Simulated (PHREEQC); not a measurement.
## Nickel, zinc or cadmium bath: an equilibrium model

Solution (53 °C): 0.0031 mol ZnCl2 per kg of water. It is in equilibrium with CO2 at log p = -3.4 (atm). Otherwise closed; pH follows from the charge balance.

Model: ion-association model, phreeqc.dat, run in PHREEQC.

```
Property                       Result
--------------------  ---------------
pH                               5.34
ionic strength        0.00909 mol/kgw
specific conductance       1220 µS/cm
```

```
species  molality  activity   log γ
-------  --------  --------  ------
Cl-       0.00610   0.00549  -0.046
Zn+2      0.00299   0.00199  -0.177
ZnCl+    0.000101   9.10e-5  -0.046
CO2       7.33e-6   7.34e-6   0.001
H+        4.98e-6   4.55e-6  -0.040
ZnOH+     3.72e-6   3.35e-6  -0.045
HCO3-     9.26e-7   8.37e-7  -0.044
ZnCl2     5.78e-7   5.79e-7   0.001
ZnHCO3+   2.33e-7   2.10e-7  -0.045
ZnOHCl    7.94e-8   7.96e-8   0.001
OH-       1.60e-8   1.44e-8  -0.046
ZnCO3     5.01e-9   5.02e-9   0.001
```

No solid was allowed to form. Complexes and solids missing from the database can't appear. At this temperature some constants are extrapolated from 25 °C, and those without enthalpy data are left unchanged.
